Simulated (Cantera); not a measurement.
Feed: 1 mol HgO, 0.41 mol H2, equilibrated at 1075 K and 5330 Torr.

Equilibrium computed with Cantera from the NASA thermochemical tables; the gas is ideal and each condensed phase is pure. Candidate condensed phases: H2O, Hg, HgO; 10 gas species. Kinetics and transport are ignored.

Base state: Hg 0.587, H2O 0.240, O2 0.173 (mole fractions); condensed: gas only.

Task: What changes in the equilibrium state with this change: HgO replaced by Hg?

Result: 
```
species  before  after
-------  ------  -----
Hg        0.587  0.709
H2        <1e-9  0.291
H2O       0.240      0
O2        0.173      0
```
